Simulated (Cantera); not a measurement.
A closed system holds: 1 mol PbO, 1.2 mol CH4, 0.39 mol H2, equilibrated at 0.000270 bar.

Equilibrium computed with Cantera from the NASA thermochemical tables; the gas is ideal and each condensed phase is pure. Candidate condensed phases: C, C6H6, C7H8, C8H18, H2O, Pb, PbO, PbO2, Pb3O4; 113 gas species. Kinetics and transport are ignored. All values below are at 2550 K.

Base state: H 0.602, CO 0.145, Pb 0.145, H2 0.101, C3 0.00395, C2H2 (acetylene) 0.00134, C 0.00121, C2H 0.000638 (mole fractions); condensed: C(graphite).

Q: What changes in the equilibrium state with this change: PbO replaced by Fe2O3?

A: 
```csv
species,before,after
H,0.602,0.437
Fe,0,0.209
O,<1e-9,0.123
Pb,0.145,0
OH,<1e-9,0.0229
H2O,<1e-9,0.0127
O2,<1e-9,0.0121
H2,0.101,0.0530
CO,0.145,0.122
CO2,<1e-9,0.00463
C3,0.00395,<1e-9
FeO,0,0.00278
C2H2 (acetylene),0.00134,<1e-9
"C(graphite), mol",0.0766,0
```
Further candidate phases: Fe, Fe(CO)5, FeO, Fe(OH)2, Fe(OH)3, Fe2O3, Fe3O4.
